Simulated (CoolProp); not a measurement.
The numbers come from the reference Helmholtz-energy equation of state, Thol 2017 in CoolProp.

Task: For octamethyltrisiloxane (MDM), give the phase and the Z, cp (kJ/(kg K)), expansivity (1/kK), fugacity coefficient at 29.95 °C and 1.82 MPa; 50.75 °C and 1.82 MPa; 258.75 °C and 1.82 MPa.

Result: 
- 29.95 °C and 1.82 MPa: liquid; Z 0.210, cp 1.79, expansivity 1.22, fugacity coefficient 0.000464
- 50.75 °C and 1.82 MPa: liquid; Z 0.202, cp 1.84, expansivity 1.27, fugacity coefficient 0.00152
- 258.75 °C and 1.82 MPa: liquid; Z 0.186, cp 2.46, expansivity 4.13, fugacity coefficient 0.390
